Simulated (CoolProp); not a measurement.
20 sccm (0 °C, 1 atm) of nitrogen bubbles through liquid n-decane at 312.6 K and leaves saturated at a total pressure of 0.00411 MPa (ideal gas phase). Each further row changes one setting.

Computed with CoolProp (reference Helmholtz-energy equation of state, Lemmon 2006). It is a short technical equation, of lower accuracy than the large ones.

| case | vapour pressure (kPa) | mole fraction of vapour | delivery (mg/min) | delivery (sccm) | change of delivery for a bath 1 K warmer (%) |
|---|---|---|---|---|---|
| as stated | 0.470 | 0.114 | 16.4 | 2.59 | 7.2 |
| bath temperature 317.6 K | 0.637 | 0.155 | 23.3 | 3.67 | 7.3 |
| total pressure 0.00822 MPa | 0.470 | 0.0572 | 7.71 | 1.21 | 6.8 |
